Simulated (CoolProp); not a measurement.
Vapour-liquid equilibrium of dimethyl carbonate (1) + n-nonane (2) at 142.45 °C; x and y are mole fractions of (1).

The numbers come from the multi-fluid Helmholtz-energy mixture model, Zhou 2011 and Lemmon 2006; pair parameters Bell 2016 in CoolProp.

Problem. Give the bubble pressure and the first vapour's composition at x = 0.55, 0.65, 0.75. Is there an azeotrope?

Solution. x = 0.55: 3.500 bar, y = 0.846; x = 0.65: 3.682 bar, y = 0.868; x = 0.75: 3.844 bar, y = 0.891. No azeotrope shows between x = 0.05 and 0.95.

The pair parameters rest on a limited set of measurements; away from them the model extrapolates. With so large a gap from Raoult's law the liquid may split in two, which this calculation doesn't test in full.
